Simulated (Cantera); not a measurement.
What does this Cantera script print?

```python
import numpy as np
import cantera as ct

gas = ct.Solution("gri30.yaml")
gas.TPX = 1175, 5600, {'C2H6': 1, 'N2': 2.5}
reactor = ct.IdealGasConstPressureReactor(gas, energy="off", clone=False)
net = ct.ReactorNet([reactor])
net.rtol, net.atol = 1e-08, 1e-18
show = ['C2H6', 'HCN', 'H', 'CH4', 'C2H', 'CH2']
times = np.geomspace(3e-06, 70, 15)

steps = ct.SolutionArray(gas, extra=["t"])
rows = []
print(f"{'t/s':>10s}{'T/K':>9s}{'P/Pa':>11s}" + "".join(f"{s:>11s}" for s in show))
for t in times:
    while net.time < t:
        t_next = net.step()
        steps.append(gas.state, t=t_next)
    rows.append([np.interp(t, steps.t, y) for y in (steps.T, steps.P, *steps(*show).X.T)])
    print(f"{t:10.3e}{rows[-1][0]:9.1f}{rows[-1][1]:11.4g}" + "".join(f"{x:11.3e}" for x in rows[-1][2:]))
rate = np.gradient(steps.T, steps.t)
print("integrator steps:", len(steps.t))
if steps.T.max() > steps.T[0] + 200:
    print(f"time of steepest temperature rise: {steps.t[rate.argmax()]:.4e} s")
gas.TPX = 1175, 5600, {'C2H6': 1, 'N2': 2.5}
gas.equilibrate("TP")
print(f"equilibrium (TP): T = {gas.T:.1f} K  " + "  ".join(f"{s} {gas[s].X[0]:.3e}" for s in show))
```

Result:

```
       t/s      T/K       P/Pa       C2H6        HCN          H        CH4        C2H        CH2
 3.000e-06   1175.0       5600  2.857e-01  1.600e-24  4.312e-11  1.089e-09  5.459e-34  1.996e-16
 1.008e-05   1175.0       5600  2.857e-01  6.027e-23  2.086e-10  1.221e-08  8.770e-31  7.236e-15
 3.386e-05   1175.0       5600  2.857e-01  2.436e-21  2.338e-09  1.352e-07  4.338e-27  2.261e-13
 1.138e-04   1175.0       5600  2.857e-01  6.806e-19  2.607e-08  1.429e-06  4.538e-23  4.874e-12
 3.822e-04   1175.0       5600  2.857e-01  9.029e-16  2.414e-07  1.312e-05  9.813e-19  5.280e-11
 1.284e-03   1175.0       5600  2.850e-01  2.546e-13  1.391e-06  8.901e-05  7.931e-15  2.777e-10
 4.313e-03   1175.0       5600  2.792e-01  3.802e-12  3.363e-06  5.969e-04  6.149e-13  1.355e-09
 1.449e-02   1175.0       5600  2.532e-01  1.039e-11  3.960e-06  3.171e-03  3.911e-12  1.723e-09
 4.868e-02   1175.0       5600  1.796e-01  1.545e-11  4.616e-06  1.149e-02  1.413e-11  1.465e-09
 1.636e-01   1175.0       5600  5.269e-02  1.912e-11  6.056e-06  3.056e-02  5.135e-11  8.234e-10
 5.495e-01   1175.0       5600  2.816e-03  2.050e-11  3.041e-06  3.975e-02  6.335e-11  7.764e-11
 1.846e+00   1175.0       5600  4.143e-04  2.027e-11  1.298e-06  3.989e-02  4.177e-11  1.174e-11
 6.202e+00   1175.0       5600  2.853e-04  1.981e-11  1.259e-06  3.963e-02  5.973e-11  8.874e-12
 2.084e+01   1175.0       5600  1.664e-04  1.942e-11  1.196e-06  4.015e-02  7.451e-11  6.468e-12
 7.000e+01   1175.0       5600  1.231e-04  2.007e-11  1.060e-06  4.341e-02  7.038e-11  5.276e-12
integrator steps: 1327
equilibrium (TP): T = 1175.0 K  C2H6 4.710e-05  HCN 7.195e-02  H 2.398e-07  CH4 1.230e-01  C2H 1.457e-11  CH2 1.420e-12
```

Detailed kinetics in Cantera: GRI-Mech 3.0 (53 species, 325 reactions). GRI-Mech 3.0 stops at C3 and has no aromatics, soot or wall deposition, so with more carbon than oxygen in the feed, carbon stays in small species such as C2H2 where larger ones or solid carbon would form.
